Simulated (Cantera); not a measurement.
Standard-state values (1 bar) from the NASA 1993 polynomials, evaluated with Cantera. Values are per mole of reaction as written; species without (g) are pure solids or liquids, kept so even where they would boil at 1 bar. TaC: taken at fixed stoichiometry.

**Question.** Between 2100 and 2900 K, where is each reaction favourable under standard conditions?
- 7 Ta + 5 CO(g) = 5 TaC + Ta2O5
- TaO2(g) + CO2(g) = 4 O(g) + TaC
- 6 C + 3 Ta2O5 = 6 TaC + 5 O3(g)

**Answer.** 
- 7 Ta + 5 CO(g) = 5 TaC + Ta2O5: ΔG° is -394 kJ at 2100 K and 183 kJ at 2900 K; it changes sign between 2600 and 2700 K. ΔH° is -1852 kJ and ΔS° -702 J/K at 2900 K.
- TaO2(g) + CO2(g) = 4 O(g) + TaC: ΔG° is 969 kJ at 2100 K and 765 kJ at 2900 K; it stays positive (K < 1). ΔH° is 1516 kJ and ΔS° 259 J/K at 2900 K.
- 6 C + 3 Ta2O5 = 6 TaC + 5 O3(g): ΔG° is 4072 kJ at 2100 K and 3553 kJ at 2900 K; it stays positive (K < 1). ΔH° is 5394 kJ and ΔS° 635 J/K at 2900 K.
